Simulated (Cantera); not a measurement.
Cantera run:

```python
import numpy as np
import cantera as ct

gas_names = """
    AL ALCL ALCL2 ALCL3 ALH AL2 AL2CL6 CL CL2 H HCL H2
""".split()
cond_names = """
    AL(cr) AL(L) ALCL3(s) ALCL3(L)
""".split()


# ... load() reads the species with a 1 bar reference pressure and builds the phases ...
atoms = {
    'Al': {'AL': 1},
    'HCl': {'H': 1, 'CL': 1},
}
top_T = {}  # K; cautious upper limits of use, not melting points


# ... equilibrate(T, P, feed) seeds the gas with the atoms and calls Mixture.equilibrate('TP', solver="vcs", rtol=1e-11, max_steps=5000) ...
results = []
T = 598.15  # K
P = 30000  # Pa
for m in [1.6, 2.2, 3, 4.1, 5.6, 7.6, 10, 14]:
    feed = {'Al': 1, 'HCl': m}  # mol
    mix = equilibrate(T, P, feed)
    results.append((T, P, feed, dict(zip(mix.species_names, mix.species_moles))))

top = {s: max(r[3][s] / sum(r[3][g] for g in gas_names) for r in results) for s in gas_names}
cols = sorted((s for s in top if top[s] > 0.0001), key=lambda s: -top[s])[:8]
seen = [c for c in cond_names if any(r[3].get(c, 0) > 1e-12 for r in results)]
print("log10 of partial pressures in bar; condensed amounts in mol")
print(f"{'n(HCl)':>10s}" + "".join(f"{s[:9]:>10s}" for s in cols + seen))
for T, P, feed, n in results:
    ng = sum(n[g] for g in gas_names)
    print(f"{feed['HCl']:10.4g}" + "".join(f"{np.log10(max(n[s] / ng * P / 1e5, 1e-99)):10.3f}" for s in cols)
          + "".join(f"{n.get(c, 0):10.4g}" for c in seen))
```

It prints:

```
log10 of partial pressures in bar; condensed amounts in mol
    n(HCl)       HCL        H2    AL2CL6     ALCL3    AL(cr)
       1.6    -8.656    -0.653    -1.151    -2.162    0.4667
       2.2    -8.656    -0.653    -1.151    -2.162    0.2667
         3    -7.986    -0.653    -1.151    -2.162         0
       4.1    -0.977    -0.842    -1.345    -2.259         0
       5.6    -0.774    -1.013    -1.521    -2.347         0
       7.6    -0.682    -1.169    -1.684    -2.428         0
        10    -0.634    -1.303    -1.824    -2.498         0
        14    -0.597    -1.463    -1.992    -2.582         0
```

These are equilibrium values from Cantera (NASA tables, ideal gas, pure condensed phases), not measurements of a reactor.
